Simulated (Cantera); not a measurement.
Mixture: H₂ : O₂ : N₂ : H₂O = 1 : 1.11 : 3.56 : 0.35 (molar parts), equivalence ratio 0.45, at 500000 Pa, adiabatic and at constant pressure. Ignition delay is the time to a rise of 400 K.

Detailed kinetics in Cantera: the H2/O2 subset of GRI-Mech 3.0, which has no nitrogen chemistry. The hydrogen kinetics of GRI-Mech 3.0 are dated; newer H2 mechanisms differ, most at raised pressure.

Problem. What does this change do: O2 1.11 to 0.85 parts?

Solution. 
```csv
quantity,before,after
delay at 1025 K,10.1 ms,10.1 ms
delay at 1125 K,0.829 ms,0.853 ms
delay at 1225 K,24.1 µs,28.1 µs
delay at 1325 K,7.48 µs,8.55 µs
delay at 1425 K,4.35 µs,4.96 µs
apparent activation energy between 1325 and 1425 K,85 kJ/mol,86 kJ/mol
```

Problem. What does this change do: H2O 0.35 to 0.2 parts?

Solution. 
| quantity | before | after |
|---|---|---|
| delay at 1025 K | 10.1 ms | 9.11 ms |
| delay at 1125 K | 0.829 ms | 0.576 ms |
| delay at 1225 K | 24.1 µs | 16.7 µs |
| delay at 1325 K | 7.48 µs | 6.69 µs |
| delay at 1425 K | 4.35 µs | 4.08 µs |
| apparent activation energy between 1325 and 1425 K | 85 kJ/mol | 77 kJ/mol |
Where the delays flatten at high temperature, the 400 K rule measures the pace of heat release, not the induction time.
